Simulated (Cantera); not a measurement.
Charge: 1 mol AlCl3, 7 mol NH3, 11 mol H2, at 0.00133 bar.

These are equilibrium values from Cantera (NASA tables, ideal gas, pure condensed phases), not measurements of a reactor. Candidate condensed phases: Al, AlCl3, AlN, NH4Cl; 20 gas species. The tables' values for AlCl2 are old estimates; treat these amounts as uncertain. Equilibrium is a limit: real reactors are often held back by kinetics, nucleation or transport. All values below are at 1077 °C.

Base state: H2 0.792, N2 0.125, HCl 0.0612, AlCl3 0.0150, AlCl 0.00432, AlCl2 0.00211, H 5.81e-5 (mole fractions); condensed: AlN(s).

### Question
What changes in the equilibrium state with this change: AlCl3 replaced by Al?

### Answer
```tsv
species	before	after
H2	0.792	0.877
N2	0.125	0.122
H	5.81e-5	6.11e-5
HCl	0.0612	0
AlCl3	0.0150	0
AlCl	0.00432	0
AlCl2	0.00211	0
AlN(s), mol	0.439	1.00
```
